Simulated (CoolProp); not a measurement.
Vapour-liquid equilibrium of R22 (1) + cyclohexane (2) at 21.55 °C; x and y are mole fractions of (1).

Model: multi-fluid Helmholtz-energy mixture model, Kamei 1995 and Zhou 2014; pair parameters Bell 2016, in CoolProp.

Question: Give the bubble pressure and the first vapour's composition at x = 0.35, 0.5, 0.95. Is there an azeotrope?

Answer: x = 0.35: 5.296 bar, y = 0.980; x = 0.5: 6.249 bar, y = 0.984; x = 0.95: 8.988 bar, y = 0.997. No azeotrope shows between x = 0.05 and 0.95.

The pair parameters rest on a limited set of measurements; away from them the model extrapolates. The gap from Raoult's law changes sign with composition, which may be real or a fault of the pair parameters; it wasn't checked against measurements. With so large a gap from Raoult's law the liquid may split in two, which this calculation doesn't test in full.
